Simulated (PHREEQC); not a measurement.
Brine (model solution)

A solution holds 0.5 mol/kgw MgCl2, 0.004 mol/kgw H3BO3 and 0.0082 mol/kgw NaCl, at 10 °C. Closed to the air; pH follows from the charge balance.

The numbers come from PHREEQC with the Pitzer model, pitzer.dat.

| Item | Value |
|---|---|
| pH | 5.27 |
| ionic strength | 1.51 mol/kgw |
| activity of water | 0.974 |
| density | 1.039 g/cm³ |
| osmotic coefficient | 0.958 |

```csv
species,molality,activity,log γ
Cl-,1.01,0.577,-0.243
Mg+2,0.500,0.184,-0.433
Na+,0.00820,0.00675,-0.085
B(OH)3,0.00400,0.00479,0.079
H+,4.89e-6,5.36e-6,0.040
MgB(OH)4+,2.79e-6,2.32e-6,-0.080
B(OH)4-,2.09e-6,5.02e-7,-0.619
MgOH+,1.20e-8,1.31e-8,0.037
OH-,2.15e-9,5.34e-10,-0.605
B3O3(OH)4-,1.85e-9,6.41e-10,-0.460
```

Precipitation was switched off in this run. In brines, pH and single-ion activities rest on the MacInnes convention. At this temperature some constants are extrapolated from 25 °C, and those without enthalpy data are left unchanged.
